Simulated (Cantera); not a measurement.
An isothermal, constant-pressure homogeneous reactor starts with NO : N₂ = 1 : 0.32 (molar parts), at 1925 K and 0.0132 atm.

Model: GRI-Mech 3.0 (53 species, 325 reactions), integrated in Cantera. Radical loss at walls, strong at low pressure, is not modelled.

Predict: x(NO) at 200 s; x(O₂) at 200 s; x(NO₂) at 200 s; x(O) at 200 s; x(N₂) at 200 s; x(N₂O) at 200 s.


- x(NO) at 200 s: 0.0100 (gas-phase equilibrium 0.00733)
- x(O₂) at 200 s: 0.372 (gas-phase equilibrium 0.374)
- x(NO₂) at 200 s: 3.02e-6 (gas-phase equilibrium 2.22e-6)
- x(O) at 200 s: 0.00196 (gas-phase equilibrium 0.00196)
- x(N₂) at 200 s: 0.616 (gas-phase equilibrium 0.617)
- x(N₂O) at 200 s: 5.15e-8 (gas-phase equilibrium 4.24e-8)
